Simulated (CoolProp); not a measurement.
Vapour pressure (kPa) of sulfur dioxide: the reference equation beside estimates from Tc = 430.6 K, pc = 7887 kPa, ω = 0.256. Clausius-Clapeyron is anchored at 362 K with a constant enthalpy of vaporisation of 17.67 kJ/mol.

Model: reference Helmholtz-energy equation of state, Gao 2016, in CoolProp.

```
T (K)  reference  Lee-Kesler  Clausius-Clapeyron  van der Waals  Redlich-Kwong  Soave-Redlich-Kwong  Peng-Robinson
-----  ---------  ----------  ------------------  -------------  -------------  -------------------  -------------
333.6       1115        1119                1331           2601           1536                 1122           1109
338.3       1258        1263                1455           2778              ?                 1267           1252
343         1414        1419                1585           2962              ?                 1425           1407
347.8       1587        1593                1727              ?           2074                 1602           1581
352.5       1772        1778                1873           3359           2278                 1790           1766
357.3       1977        1983                2032           3571           2500                 1998           1972
362         2195        2200                2195           3787           2730                 2220           2190
366.7       2429        2434                2366           4010           2975                 2458           2426
371.5       2687        2691                2550           4247           3240                 2721           2686
376.2       2959        2962                2739           4487              ?                 2997           2960
381         3257        3260                2941           4741           3810                 3301           3261
385.7       3570        3572                3148           4998           4116                 3618           3577
390.4       3905        3906                3364           5263           4437                    ?           3916
395.2       4271        4272                3594           5542           4782                 4329           4286
399.9       4654        4655                3828           5825           5136                 4715           4673
```

What belongs in the gaps?


- 338.3, Redlich-Kwong: 1702
- 343, Redlich-Kwong: 1880
- 347.8, van der Waals: 3159
- 376.2, Redlich-Kwong: 3514
- 390.4, Soave-Redlich-Kwong: 3958

Absolute difference from the reference over all 15 rows, mean and median: Lee-Kesler 0.2 and 0.2 %, Clausius-Clapeyron 9.9 and 9.7 %, van der Waals 70.4 and 65.1 %, Redlich-Kwong 23.1 and 22.5 %, Soave-Redlich-Kwong 1.1 and 1.2 %, Peng-Robinson 0.3 and 0.3 %.
